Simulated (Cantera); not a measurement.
**Low-pressure radical oxidation in H2/O2**

An isothermal, constant-pressure homogeneous reactor starts with 0.585 % H₂, 99.4 % O₂, equivalence ratio 0.0029, at 1398 K and 0.0263 atm.

Model: the H2/O2 subset of GRI-Mech 3.0, which has no nitrogen chemistry, integrated in Cantera. Radical loss at walls, strong at low pressure, is not modelled.

```csv
t (s),x H₂,x O₂,x OH,x O,x H₂O,x HO₂,x H₂O₂
2.00e-5,0.00585,0.994,3.01e-9,3.04e-9,1.09e-10,5.29e-9,<1e-12
0.000103,0.00585,0.994,2.75e-8,2.90e-8,5.84e-9,2.73e-8,5.67e-12
0.000532,0.00585,0.994,3.83e-7,4.44e-7,3.30e-7,1.40e-7,1.22e-10
0.00274,0.00386,0.992,0.000959,0.00139,0.00147,7.67e-7,1.58e-8
0.0141,1.31e-5,0.989,0.000760,0.00495,0.00541,4.70e-7,1.07e-8
0.0729,9.92e-6,0.990,0.000663,0.00371,0.00548,4.04e-7,9.68e-9
0.376,3.56e-6,0.993,0.000398,0.00130,0.00565,2.21e-7,6.01e-9
1.94,4.04e-7,0.994,0.000134,0.000144,0.00580,5.31e-8,1.48e-9
10.0,3.46e-8,0.994,3.94e-5,1.23e-5,0.00585,2.34e-8,1.98e-10
```
x: mole fraction; the columns are a selection and need not sum to one.

Equilibrium at this temperature and pressure: H₂ 1.59e-8, O₂ 0.994, OH 2.67e-5, O 5.64e-6, H₂O 0.00585, HO₂ 2.79e-8, H₂O₂ 1.05e-10 (gas phase only).
